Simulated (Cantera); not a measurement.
Charge: 1 mol Si3N4, 2.6 mol H2O, at 45.0 mbar.

Cantera equilibrium calculation (NASA polynomials, part measured and part estimated; ideal gas, pure solids and liquids). Candidate condensed phases: H2O, Si, SiO2, Si2N2O, Si3N4; 35 gas species. Mutual solubility and eutectic melting of coexisting phases are not modelled. The tables hold silica as quartz up to 1696 K and as liquid above; real silica turns to tridymite and cristobalite and melts near 1996 K. Gases not in the tables: Si2H6 and higher silanes. The numbers say what is thermodynamically allowed, not how fast it happens.

Task: Which condensed phases are stable at each of these points (T (K)): 1050, 1125, 1200, 1275, 1350, 1425, 1500, 1575, 1650, 1725, 1800, 1875, 1950?

Result: 
```csv
T (K),condensed phases,Si condensed (%)
1050,SiO2(β-quartz) + Si2N2O(s),100.0
1125,SiO2(β-quartz) + Si2N2O(s),100.0
1200,SiO2(β-quartz) + Si2N2O(s),100.0
1275,SiO2(β-quartz) + Si2N2O(s),100.0
1350,SiO2(β-quartz) + Si2N2O(s),100.0
1425,SiO2(β-quartz) + Si2N2O(s),100.0
1500,SiO2(β-quartz) + Si2N2O(s),100.0
1575,SiO2(β-quartz) + Si2N2O(s),99.8
1650,SiO2(β-quartz) + Si2N2O(s),99.0
1725,SiO2(condensed) + Si2N2O(s),95.0
1800,SiO2(condensed) + Si2N2O(s),74.4
1875,Si2N2O(s),26.7
1950,Si(l),13.2
```

From 1050 K to 1650 K the condensed part is SiO2(β-quartz) + Si2N2O(s). From 1725 K to 1800 K the condensed part is SiO2(condensed) + Si2N2O(s). At 1875 K the condensed part is Si2N2O(s). At 1950 K the condensed part is Si(l).
